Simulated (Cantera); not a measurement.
Input: 1 mol NH3, 3.4 mol O2, held at 850 K and 2.60 mbar.

These are equilibrium values from Cantera (NASA tables, ideal gas, pure condensed phases), not measurements of a reactor. Candidate condensed phases: H2O; 24 gas species. Equilibrium is a limit: real reactors are often held back by kinetics, nucleation or transport.

Base state: O2 0.570, H2O 0.323, N2 0.108 (mole fractions); condensed: gas only.

Q: What changes in the equilibrium state with this change: temperature from 850 K to 1875 K?

A: 
| species | before | after |
|---|---|---|
| O2 | 0.570 | 0.561 |
| H2O | 0.323 | 0.315 |
| N2 | 0.108 | 0.105 |
| OH | 3.74e-8 | 0.0107 |
| O | <1e-9 | 0.00353 |
| H2 | <1e-9 | 0.000867 |
| H | <1e-9 | 0.000379 |

Q: What changes in the equilibrium state with this change: temperature from 850 K to 2475 K?

A: 
```csv
species,before,after
O2,0.570,0.399
H2O,0.323,0.162
O,<1e-9,0.158
H,<1e-9,0.0717
H2,<1e-9,0.0264
OH,3.74e-8,0.0884
N2,0.108,0.0845
NO,2.74e-6,0.00992
```
